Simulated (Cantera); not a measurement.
A closed system holds: 1 mol CuO, 0.82 mol C, 1.2 mol N₂, held at 0.190 bar.

Cantera equilibrium calculation (NASA polynomials, part measured and part estimated; ideal gas, pure solids and liquids). Candidate condensed phases: C, Cu, CuO, Cu₂O; 27 gas species. Kinetics and transport are ignored.

**Question.** At 1525 °C, list the 4 most abundant gas species with their mole fractions, and the condensed phases.

**Answer.** N₂ 0.592, CO 0.316, CO₂ 0.0889, Cu 0.00278. Condensed: Cu(l).
